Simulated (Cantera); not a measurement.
**Zr + O2 + N2 (tantalum, niobium, vanadium and zirconium in process gases)**

A closed system holds: 1 mol Zr, 0.035 mol O2, 7.6 mol N2, at 0.00820 bar.

These are equilibrium values from Cantera (NASA tables, ideal gas, pure condensed phases), not measurements of a reactor. Candidate condensed phases: Zr, ZrN, ZrO2; 13 gas species. Mutual solubility and eutectic melting of coexisting phases are not modelled. ZrN: taken at fixed stoichiometry. Condensed phases not in the tables: solid solutions among these carbides, nitrides and lower oxides. Kinetics and transport are ignored.

```csv
T (K),x N2,n ZrN(s),n ZrO2(monoclinic),n ZrO2(tetragonal)
1000,1.00,0.965,0.0350,0
1075,1.00,0.965,0.0350,0
1150,1.00,0.965,0.0350,0
1225,1.00,0.965,0.0350,0
1300,1.00,0.965,0.0350,0
1375,1.00,0.965,0.0350,0
1450,1.00,0.965,0.0350,0
1525,1.00,0.965,0,0.0350
```
x: gas mole fraction; n: condensed amount in mol.

From 1000 K to 1450 K the condensed part is ZrN(s) + ZrO2(monoclinic). At 1525 K the condensed part is ZrN(s) + ZrO2(tetragonal).
